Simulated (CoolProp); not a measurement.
Vapour-liquid equilibrium of toluene (1) + n-decane (2) at 100 kPa; x and y are mole fractions of (1).

Model: multi-fluid Helmholtz-energy mixture model, Lemmon 2006 and Lemmon 2006; pair parameters Bell 2016, in CoolProp.

```tsv
x	bubble temperature (°C)	y at the bubble point	dew temperature at overall composition x (°C)	liquid density (mol/L)
0.05	167.3	0.185	172.0	4.392
0.15	155.8	___	___	4.693
0.25	146.0	___	164.9	___
0.35	138.0	0.752	160.8	___
0.45	131.5	0.827	156.3	5.700
0.55	126.2	0.878	151.2	6.087
0.65	121.8	0.916	145.2	6.512
0.75	118.1	0.945	138.1	___
0.85	114.7	0.969	129.2	7.518
0.95	___	___	117.3	8.125
```

**Question.** Complete the blanks.

**Answer.** 
- 0.15, y at the bubble point: 0.461
- 0.15, dew temperature at overall composition x (°C): 168.6
- 0.25, y at the bubble point: 0.639
- 0.25, liquid density (mol/L): 5.009
- 0.35, liquid density (mol/L): 5.343
- 0.75, liquid density (mol/L): 6.986
- 0.95, bubble temperature (°C): 111.6
- 0.95, y at the bubble point: 0.990

No azeotrope shows between x = 0.05 and 0.95.

Pair parameters are fitted to limited data, so mixtures are less certain than the pure fluids. The gap from Raoult's law changes sign with composition, which may be real or a fault of the pair parameters; it wasn't checked against measurements.
